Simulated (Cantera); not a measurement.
Input: 1 mol SiCl4, 1.4 mol HCl, 0.32 mol H2, held at 923 K and 248 Torr.

Cantera equilibrium calculation (NASA polynomials, part measured and part estimated; ideal gas, pure solids and liquids). Candidate condensed phases: Si; 19 gas species. The numbers say what is thermodynamically allowed, not how fast it happens.

### Question
What is the equilibrium state?

### Answer
```json
{
  "x(HCl)": "0.515",
  "x(SiCl4)": "0.367",
  "x(H2)": "0.117",
  "x(SiHCl3)": "0.000298",
  "x(SiCl3)": "9.01e-6",
  "gas_amount": "2.720 mol",
  "log10 activity of Si(s) (absent)": "-8.56"
}
```
